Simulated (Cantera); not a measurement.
Feed: 1 mol SiCl4, 0.0052 mol Cl2, 230 mol N2, held at 1698.15 K and 1 atm.

Equilibrium computed with Cantera from the NASA thermochemical tables; the gas is ideal and each condensed phase is pure. Candidate condensed phases: Si, Si3N4; 13 gas species. The tables' values for SiCl3 are old estimates; treat these amounts as uncertain. Equilibrium is a limit: real reactors are often held back by kinetics, nucleation or transport.

Question: What is the equilibrium state?

Answer: 
```json
{
 "x(N2)": "0.995",
 "x(SiCl4)": "0.00381",
 "x(Cl)": "0.000627",
 "x(SiCl3)": "0.000421",
 "x(SiCl2)": "9.18e-5",
 "x(Cl2)": "1.10e-5",
 "gas_amount": "231.1 mol",
 "log10 activity of Si(l) (absent)": "-6.09"
}
```
